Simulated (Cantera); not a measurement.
An isothermal, constant-pressure homogeneous reactor starts with CH4 : N2 = 1 : 3.9 (molar parts), at 1700 K and 6500 Pa.

Computed with Cantera and GRI-Mech 3.0 (53 species, 325 reactions). GRI-Mech 3.0 stops at C3 and has no aromatics, soot or wall deposition, so with more carbon than oxygen in the feed, carbon stays in small species such as C2H2 where larger ones or solid carbon would form.

**Question.** Predict: x(CH4) at 200 s; x(HCN) at 200 s; x(C2H4) at 200 s; x(CH3) at 200 s; x(H2) at 200 s; x(CH2) at 200 s.

**Answer.** 
```json
{
  "x(CH4) at 200 s": "0.000305 (gas-phase equilibrium 0.000210)",
  "x(HCN) at 200 s": "2.91e-5 (gas-phase equilibrium 0.0901)",
  "x(C2H4) at 200 s": "6.74e-5 (gas-phase equilibrium 3.15e-5)",
  "x(CH3) at 200 s": "7.15e-6 (gas-phase equilibrium 4.91e-6)",
  "x(H2) at 200 s": "0.254 (gas-phase equilibrium 0.254)",
  "x(CH2) at 200 s": "8.53e-9 (gas-phase equilibrium 5.85e-9)"
}
```
